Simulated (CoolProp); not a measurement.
Values from CoolProp's reference Helmholtz-energy equation of state, de Reuck 1993.

Problem. Give the vapour pressure (MPa), liquid density (kg/m³), liquid cp (kJ/(kg K)) of saturated methanol at 405.4 K.

Solution. 
| T (K) | p (MPa) | liquid density (kg/m³) | liquid cp (kJ/(kg K)) |
|---|---|---|---|
| 405.4 | 0.893 | 671 | 3.57 |
